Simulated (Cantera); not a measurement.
Input (Python, Cantera):

```python
import numpy as np
import cantera as ct

gas = ct.Solution("gri30.yaml")


def delay(T, t_max=10):
    gas.TPX = T, 1000000, {'CH4': 1, 'CO': 0.07, 'O2': 1.36, 'N2': 5.1, 'CO2': 0.89}
    reactor = ct.IdealGasReactor(gas, clone=False)
    net = ct.ReactorNet([reactor])
    net.rtol, net.atol = 1e-8, 1e-16
    while net.time < t_max:
        t_old, T_old = net.time, reactor.T
        net.step()
        if reactor.T > T + 400:  # ignition: a rise of 400 K
            return t_old + (T + 400 - T_old) / (reactor.T - T_old) * (net.time - t_old)
    return np.nan


taus = []
for T in [1075, 1175, 1275, 1375, 1475, 1575, 1675]:
    taus.append(delay(T))
    print(f"T0 = {T:6g} K   tau = {taus[-1]:.4e} s")
```

Output:

```
T0 =   1075 K   tau = 4.1015e-02 s
T0 =   1175 K   tau = 1.0008e-02 s
T0 =   1275 K   tau = 2.8971e-03 s
T0 =   1375 K   tau = 9.4112e-04 s
T0 =   1475 K   tau = 3.3238e-04 s
T0 =   1575 K   tau = 1.2578e-04 s
T0 =   1675 K   tau = 5.1235e-05 s
```

Computed with Cantera and GRI-Mech 3.0 (53 species, 325 reactions).
